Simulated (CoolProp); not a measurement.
Model: reference Helmholtz-energy equation of state, Lemmon 2006, in CoolProp. It is a short technical equation, of lower accuracy than the large ones.

**Question.** For nitrous oxide, give the phase and the density (kg/m³), cp (kJ/(kg K)), cv (kJ/(kg K)), fugacity coefficient at 332 K and 166 bar; 332 K and 181 bar.

**Answer.** 
- 332 K and 166 bar: supercritical; density 695, cp 2.59, cv 0.921, fugacity coefficient 0.464
- 332 K and 181 bar: supercritical; density 720, cp 2.41, cv 0.916, fugacity coefficient 0.441
